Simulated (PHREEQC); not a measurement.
Model water analysis in mg/L, 25 °C, pH 6.79, pe 8.9:

| constituent | mg/L |
|---|---|
| Na | 2.3 |
| K | 1.68e-05 |
| Ca | 2.1 |
| Mg | 0.931 |
| Cl | 1.86 |
| S(6) as SO4 | 4.87 |
| Alkalinity as HCO3 | 8.02 |
| N(5) as NO3 | 0.0634 |

Valence states are taken as typed.

The numbers come from PHREEQC with the ion-association model, phreeqc.dat.

This is a speciation only: nothing precipitates in the calculation.

### Question
What charge-balance error does the model give?

### Answer
charge-balance error -0.9 %.

### Question
In which forms is C present?

### Answer
HCO3- 74 %, CO2 26 % of the C.
